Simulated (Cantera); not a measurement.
Input: 1 mol FeCl2, 6.1 mol H2O, 0.55 mol H2, equilibrated at 950 °C and 0.630 Pa.

Cantera equilibrium calculation (NASA polynomials, part measured and part estimated; ideal gas, pure solids and liquids). Candidate condensed phases: Fe, FeCl2, FeCl3, FeO, Fe(OH)2, Fe(OH)3, Fe2O3, Fe3O4, H2O; 22 gas species. The tables' stoichiometric FeO is somewhat more stable than real wüstite, so its field is too wide. FeO: taken at fixed stoichiometry. Equilibrium is a limit: real reactors are often held back by kinetics, nucleation or transport.

Base state: H2O 0.677, HCl 0.241, H2 0.0719, FeCl2 0.00999, Cl 9.31e-5, H 3.22e-5 (mole fractions); condensed: FeO(s).

Question: What changes in the equilibrium state with this change: temperature from 950 °C to 627 °C?

Answer: 
| species | before | after |
|---|---|---|
| H2O | 0.677 | 0.651 |
| HCl | 0.241 | 0.259 |
| H2 | 0.0719 | 0.0890 |
| FeCl2 | 0.00999 | 0.00140 |
| Cl | 9.31e-5 | 3.94e-8 |
| H | 3.22e-5 | 1.39e-8 |
| FeO(s), mol | 0.924 | 0.598 |
| Fe3O4(s), mol | 0 | 0.131 |
